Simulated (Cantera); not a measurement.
A perfectly stirred reactor is fed with NH3 : H2 = 1 : 1.7 (molar parts), at 0.0310 bar; it is held at 1775 K, and followed from long to short residence time.

Model: the gas-phase N/H chemistry of the illustrative SiF4/NH3 mechanism in the Surface Chemkin manual (1991), integrated in Cantera. Walls and surfaces, which speed up NH3 decomposition in real reactors, are not modelled.

One state of this run: x NH3 = 0.219; x H2 = 0.726; x NH = 2.55e-6; x N2H4 = 3.41e-9; x N2 = 0.0553; x N2H2 = 5.24e-7; x NH2 = 0.000173. x: mole fraction; the columns are a selection and need not sum to one.

Which value of τ (s) does it belong to?
(A) 0.044
(B) 6.6
(C) 18
(D) 2.4

B, 6.6
